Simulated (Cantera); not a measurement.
A Cantera script and what it prints.

```python
import numpy as np
import cantera as ct

gas_names = """
    H2 LiCL HCL
""".split()
cond_names = """
    Li(cr) Li(L)
""".split()


# ... load() reads the species with a 1 bar reference pressure and builds the phases ...
species = {s.name: s for s in load("nasa_gas.yaml", gas_names) + load("nasa_condensed.yaml", cond_names)}
# Each term lists the table entries of one substance; the one whose range holds T is used.
reactions = {
    'H2(g) + 2 LiCl(g) = 2 HCl(g) + 2 Li':
        [(-1, ['H2']), (-2, ['LiCL']), (2, ['HCL']), (2, ['Li(cr)', 'Li(L)'])],
}


def pick(names, T):
    return next(species[n] for n in names if species[n].thermo.min_temp <= T <= species[n].thermo.max_temp)


results = []
for label, terms in reactions.items():
    print(label)
    print("     T/K   dH/kJ  dS/(J/K)   dG/kJ   log10 K")
    for T in [300, 598, 698, 798, 898, 998, 1098]:
        used = [(nu, pick(names, T)) for nu, names in terms]
        dH = sum(nu * s.thermo.h(T) for nu, s in used) / 1e6
        dS = sum(nu * s.thermo.s(T) for nu, s in used) / 1e3
        dG = dH - T * dS / 1e3
        logK = -dG * 1e6 / (ct.gas_constant * T * np.log(10))
        results.append((label, T, dH, dS, dG, logK, [s.name for _, s in used]))
        print(f"{T:8g} {dH:8.1f} {dS:8.1f} {dG:8.1f} {logK:8.2f}")
```

Output:

```
H2(g) + 2 LiCl(g) = 2 HCl(g) + 2 Li
     T/K   dH/kJ  dS/(J/K)   dG/kJ   log10 K
     300    206.8   -124.4    244.2   -42.51
     598    217.6   -100.5    277.7   -24.25
     698    219.2    -98.0    287.6   -21.52
     798    220.7    -96.0    297.3   -19.46
     898    222.2    -94.1    306.8   -17.84
     998    223.8    -92.5    316.1   -16.54
    1098    225.4    -91.0    325.3   -15.47
```

Cantera with NASA thermochemical tables; ideal gases at 1 bar, condensed phases pure. Condensed species are held in their standard states even where they would react or evaporate.
